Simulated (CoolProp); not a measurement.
Vapour-liquid equilibrium of hexamethyldisiloxane (MM) (1) + toluene (2) at 0.00452 MPa; x and y are mole fractions of (1).

Values from CoolProp's multi-fluid Helmholtz-energy mixture model, Thol 2016 and Lemmon 2006; pair parameters Bell 2016.

**Question.** Give the bubble temperature and the first vapour's composition at x = 0.125, 0.275, 0.425. Is there an azeotrope?

**Answer.** x = 0.125: 299.4 K, y = 0.213; x = 0.275: 297.4 K, y = 0.400; x = 0.425: 296.1 K, y = 0.541. No azeotrope shows between x = 0.05 and 0.95.

Pair parameters are fitted to limited data, so mixtures are less certain than the pure fluids.
